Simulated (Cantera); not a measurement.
A jet of 6.26 % CH₄, 8.52 % O₂, 85.2 % N₂ at 300 K and 21.0 Torr hits a platinum plate 5 cm away at a mass flux of 0.19 kg/m²/s; the plate temperature is set and raised in steps from an oxygen-covered start.

Detailed kinetics in Cantera: Deutschmann's 1995 Pt surface mechanism with GRI-Mech 3.0 gas chemistry. Catalytic surfaces can have several steady states; this one follows from the mechanism file's or the stated starting coverage.

x: mole fraction at the wall; θ: surface coverage.

```
plate T (K)  wall x CH₄  wall x O₂  wall x H₂O  wall x OH  wall x CO  wall x CO₂  θ free Pt     θ O*    θ CO*  θ C*
-----------  ----------  ---------  ----------  ---------  ---------  ----------  ---------  -------  -------  ----
850              0.0557     0.0704      0.0131      <1e-8    1.88e-5     0.00850      0.228    0.771  2.65e-5   ___
900              0.0495     0.0572      0.0247    4.13e-8    2.53e-5      0.0161      0.321    0.678  2.51e-5   ___
950              0.0409     0.0390      0.0406    1.37e-7    3.24e-5      0.0266      0.440    0.559  2.41e-5   ___
1000             0.0158    0.00790      0.0847      <1e-8     0.0421     0.00792      0.935  3.39e-5   0.0618   ___
1050             0.0153    0.00780      0.0844      <1e-8     0.0430     0.00751      0.966  3.41e-5   0.0320   ___
```

Complete the blanks.


- 850, θ C*: 6.78e-8
- 900, θ C*: 8.95e-8
- 950, θ C*: 1.15e-7
- 1000, θ C*: 0.00274
- 1050, θ C*: 0.00192
